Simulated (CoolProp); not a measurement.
Nitrous oxide along the isotherm 311.6 K: fugacity coefficient from the reference equation and from simpler models built on Tc = 309.5 K, pc = 7.245 MPa, ω = 0.161; each cubic takes its own stable root.

Model: reference Helmholtz-energy equation of state, Lemmon 2006, in CoolProp. It is a short technical equation, of lower accuracy than the large ones.

```json
[
 {"p (MPa)": "0.302", "phase": "gas", "reference": "0.9859", "van der Waals": "0.9878", "Redlich-Kwong": "0.9861", "Peng-Robinson": "0.9846"},
 {"p (MPa)": "0.604", "phase": "gas", "reference": "0.9719", "van der Waals": "0.9757", "Redlich-Kwong": "0.9723", "Peng-Robinson": "0.9692"},
 {"p (MPa)": "0.906", "phase": "gas", "reference": "0.9580", "van der Waals": "0.9636", "Redlich-Kwong": "0.9585", "Peng-Robinson": "0.9541"},
 {"p (MPa)": "1.21", "phase": "gas", "reference": "0.9440", "van der Waals": "0.9514", "Redlich-Kwong": "0.9447", "Peng-Robinson": "0.9389"},
 {"p (MPa)": "1.51", "phase": "gas", "reference": "0.9303", "van der Waals": "0.9394", "Redlich-Kwong": "0.9312", "Peng-Robinson": "0.9240"},
 {"p (MPa)": "1.81", "phase": "gas", "reference": "0.9166", "van der Waals": "0.9274", "Redlich-Kwong": "0.9177", "Peng-Robinson": "0.9093"},
 {"p (MPa)": "2.11", "phase": "gas", "reference": "0.9030", "van der Waals": "0.9154", "Redlich-Kwong": "0.9043", "Peng-Robinson": "0.8947"},
 {"p (MPa)": "2.41", "phase": "gas", "reference": "0.8895", "van der Waals": "0.9034", "Redlich-Kwong": "0.8909", "Peng-Robinson": "0.8801"},
 {"p (MPa)": "2.72", "phase": "gas", "reference": "0.8755", "van der Waals": "0.8911", "Redlich-Kwong": "0.8772", "Peng-Robinson": "0.8652"},
 {"p (MPa)": "3.02", "phase": "gas", "reference": "0.8621", "van der Waals": "0.8791", "Redlich-Kwong": "0.8639", "Peng-Robinson": "0.8509"},
 {"p (MPa)": "3.32", "phase": "gas", "reference": "0.8486", "van der Waals": "0.8671", "Redlich-Kwong": "0.8507", "Peng-Robinson": "0.8366"},
 {"p (MPa)": "3.62", "phase": "gas", "reference": "0.8352", "van der Waals": "0.8551", "Redlich-Kwong": "0.8374", "Peng-Robinson": "0.8224"}
]
```
